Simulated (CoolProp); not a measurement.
cis-2-butene along the isotherm 210.75 °C: Z from the reference equation and from simpler models built on Tc = 162.6 °C, pc = 42.36 bar, ω = 0.202; each cubic takes its own stable root.

Values from CoolProp's reference Helmholtz-energy equation of state, Lemmon 2005. It is a short technical equation, of lower accuracy than the large ones.

```tsv
p (bar)	phase	reference
8.83	gas	0.9471
17.7	gas	0.8904
26.5	gas	0.8302
35.3	gas	0.7653
44.1	supercritical	0.6952
53	supercritical	0.6190
61.8	supercritical	0.5407
70.6	supercritical	0.4702
79.4	supercritical	0.4283
88.3	supercritical	0.4163
97.1	supercritical	0.4206
106	supercritical	0.4326
```

Q: How far does each simpler model (Redlich-Kwong, Soave-Redlich-Kwong) lie from the reference over these 12 states: mean and median of the absolute difference, and the worst?

A: 
- Redlich-Kwong: mean 3.0 %, median 1.3 %, worst +9.1 % at 210.75 °C and 106 bar
- Soave-Redlich-Kwong: mean 7.2 %, median 4.8 %, worst +15.7 % at 210.75 °C and 88.3 bar
